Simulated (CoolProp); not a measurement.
Values from CoolProp's reference Helmholtz-energy equation of state, Wu 2011.

Question: For dimethyl ether, give the phase and the density (kg/m³), cp (kJ/(kg K)), expansivity (1/kK) at 430.2 K and 9.7 MPa; 430.2 K and 12.1 MPa.

Answer: 
- 430.2 K and 9.7 MPa: supercritical; density 359, cp 4.57, expansivity 14.9
- 430.2 K and 12.1 MPa: supercritical; density 417, cp 3.58, expansivity 8.06
